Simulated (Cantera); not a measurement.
## Carbon deposition, reforming and gasification: C2H4 + CO2 + N2 + H2O

Input: 1 mol C2H4, 0.3 mol CO2, 0.81 mol N2, 0.82 mol H2O, at 0.270 Torr.

Cantera equilibrium calculation (NASA polynomials, part measured and part estimated; ideal gas, pure solids and liquids). Candidate condensed phases: C, C6H6, C7H8, C8H18, H2O; 136 gas species. Rates play no part.

| T (K) | x H2 | x CO | x N2 | x CO2 | x H2O | n C(graphite) |
|---|---|---|---|---|---|---|
| 775 | 0.560 | 0.269 | 0.162 | 0.00595 | 0.00245 | 0.921 |
| 800 | 0.559 | 0.276 | 0.161 | 0.00270 | 0.00130 | 0.899 |
| 825 | 0.559 | 0.279 | 0.161 | 0.00126 | 0.000707 | 0.889 |
| 850 | 0.558 | 0.280 | 0.161 | 0.000607 | 0.000397 | 0.885 |
| 875 | 0.558 | 0.281 | 0.160 | 0.000305 | 0.000230 | 0.882 |
| 900 | 0.558 | 0.281 | 0.160 | 0.000159 | 0.000137 | 0.881 |
| 925 | 0.558 | 0.281 | 0.160 | 8.54e-5 | 8.40e-5 | 0.881 |
| 950 | 0.558 | 0.281 | 0.160 | 4.76e-5 | 5.28e-5 | 0.880 |
| 975 | 0.558 | 0.281 | 0.160 | 2.73e-5 | 3.40e-5 | 0.880 |
| 1000 | 0.558 | 0.281 | 0.160 | 1.61e-5 | 2.23e-5 | 0.880 |
| 1025 | 0.558 | 0.281 | 0.160 | 9.79e-6 | 1.50e-5 | 0.880 |
| 1050 | 0.558 | 0.281 | 0.160 | 6.08e-6 | 1.03e-5 | 0.880 |
x: gas mole fraction; n: condensed amount in mol.

From 775 K to 1050 K the condensed part is C(graphite). The main C-bearing gas is CO throughout.
